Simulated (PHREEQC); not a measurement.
Solution A (0.26 mol KOH per kg of water) is mixed with solution B (0.019 mol/kgw NaHCO3, 4.4e-05 mol/kgw NaOH and 0.00014 mol/kgw LiCl) at 25 °C; shares are by mass of water, 1 kg in all. Oxygen alone is held at its pressure in air (log pO2 = -0.68). No CO2 enters from the air. Solids allowed: Halite, Nahcolite, Natron. Others were left out.

The series has 11 steps of share of solution B, from 0 to 1.

Equilibrium calculation in PHREEQC: ion-association model, wateq4f.dat.

Between which two steps does the pH jump most, and from what to what?

Between share of solution B = 0.9 and 1: from 11.87 to 8.22.

Species that the database lacks are ignored.
